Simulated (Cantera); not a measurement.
A Cantera script and what it prints.

```python
import numpy as np
import cantera as ct

gas_names = """
    H HNO HNO2 HNO3 HO2 H2 H2O H2O2 H2S H2SO4 N NH NH2 NH3 NH2OH NO NO2 NO3 N2 N2H2 N2H4 N2O O OH O2 O3
    S SH SN SO SO2 SO3 S2 S2O S8
""".split()
cond_names = """
    H2O(s) H2O(L) H2SO4(L) S(cr1) S(cr2) S(L)
""".split()


# ... load() reads the species with a 1 bar reference pressure and builds the phases ...
atoms = {
    'NH3': {'N': 1, 'H': 3},
    'SO2': {'S': 1, 'O': 2},
}
top_T = {}  # K; cautious upper limits of use, not melting points


# ... equilibrate(T, P, feed) seeds the gas with the atoms and calls Mixture.equilibrate('TP', solver="vcs", rtol=1e-11, max_steps=5000) ...
results = []
feed = {'NH3': 1, 'SO2': 0.14}  # mol
T = 998  # K
P = 1000  # Pa
mix = equilibrate(T, P, feed)
results.append((T, P, feed, dict(zip(mix.species_names, mix.species_moles))))
print(gas.report(threshold=0.001))
for i in range(1, mix.n_phases):
    print(f"{mix.phase(i).name:16s} {mix.phase_moles(i):12.5e} mol")
```

Result:

```
       temperature   998 K
          pressure   1000 Pa
           density   0.0015665 kg/m^3
  mean mol. weight   12.998 kg/kmol
   phase of matter   gas

                          1 kg             1 kmol
                     ---------------   ---------------
          enthalpy       -1.0158e+06       -1.3204e+07  J
   internal energy       -1.6542e+06       -2.1502e+07  J
           entropy             18831        2.4478e+05  J/K
    Gibbs function        -1.981e+07       -2.5749e+08  J
 heat capacity c_p            2572.2             33435  J/K
 heat capacity c_v            1932.6             25120  J/K

                      mass frac. Y      mole frac. X     chem. pot. / RT
                     ---------------   ---------------   ---------------
                H2          0.083771           0.54013           -22.722
               H2O           0.19401           0.13999           -60.572
               H2S           0.18302          0.069815           -36.745
                N2           0.53875           0.24998           -30.848
     [  +31 minor]        0.00044365        9.3481e-05

H2SO4(L)          0.00000e+00 mol
S(L)              0.00000e+00 mol
```

Cantera equilibrium calculation (NASA polynomials, part measured and part estimated; ideal gas, pure solids and liquids).
